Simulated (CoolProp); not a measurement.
A simple Rankine cycle with hexamethyldisiloxane (MM): condensing at 295.15 K, boiler at 0.659 MPa, turbine inlet 494.6 K, turbine efficiency 0.75, pump efficiency 0.8, no recuperator. Each further row changes one setting.

The numbers come from the reference Helmholtz-energy equation of state, Thol 2016 in CoolProp.

```
case                             thermal efficiency (%)  net work (kJ/kg)  heat in (kJ/kg)  turbine exit temperature (K)  volume ratio over the turbine
-------------------------------  ----------------------  ----------------  ---------------  ----------------------------  -----------------------------
as stated                                          14.7              82.8              562                         443.8                            148
turbine inlet 514.6 K                              14.4              86.9              604                         463.8                            144
condensing temperature 287.15 K                    15.6              89.8              577                         440.0                            225
boiler pressure 0.461 MPa                          13.8              78.5              568                         448.9                           98.2
turbine efficiency 0.65                            12.7              71.6              562                         449.7                            150
```
